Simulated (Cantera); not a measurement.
An adiabatic, constant-pressure homogeneous reactor starts with 17.4 % H₂, 17.4 % O₂, 65.3 % N₂, equivalence ratio 0.50, at 1525 K and 4950 Torr.

Detailed kinetics in Cantera: the H2/O2 subset of GRI-Mech 3.0, which has no nitrogen chemistry. The hydrogen kinetics of GRI-Mech 3.0 are dated; newer H2 mechanisms differ, most at raised pressure.

Q: Predict: time of steepest temperature rise; temperature at 3.00 s; equilibrium temperature; x(H₂) at 3.00 s; x(O₂) at 3.00 s; x(HO₂) at 3.00 s; x(H) at 3.00 s; x(H₂O) at 3.00 s; x(H₂O₂) at 3.00 s.

A: 
```json
{
  "time_of_steepest_temperature_rise": "2.09 µs",
  "temperature at 3.00 s": "2632 K",
  "equilibrium_temperature": "2632 K",
  "x(H₂) at 3.00 s": "0.00254 (gas-phase equilibrium 0.00254)",
  "x(O₂) at 3.00 s": "0.0906 (gas-phase equilibrium 0.0906)",
  "x(HO₂) at 3.00 s": "2.26e-5 (gas-phase equilibrium 2.26e-5)",
  "x(H) at 3.00 s": "0.000862 (gas-phase equilibrium 0.000862)",
  "x(H₂O) at 3.00 s": "0.179 (gas-phase equilibrium 0.179)",
  "x(H₂O₂) at 3.00 s": "1.27e-6 (gas-phase equilibrium 1.27e-6)"
}
```
